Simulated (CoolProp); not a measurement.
The numbers come from the reference Helmholtz-energy equation of state, Lemmon 2006 in CoolProp. It is a short technical equation, of lower accuracy than the large ones.

Q: For nitrous oxide, give the phase and the Z, cp (kJ/(kg K)), isothermal compressibility (1/MPa), expansivity (1/kK) at 358.5 K and 9.33 MPa; 405.7 K and 9.33 MPa.

A: 
- 358.5 K and 9.33 MPa: supercritical; Z 0.681, cp 1.78, isothermal compressibility 0.165, expansivity 9.24
- 405.7 K and 9.33 MPa: supercritical; Z 0.817, cp 1.33, isothermal compressibility 0.131, expansivity 4.84
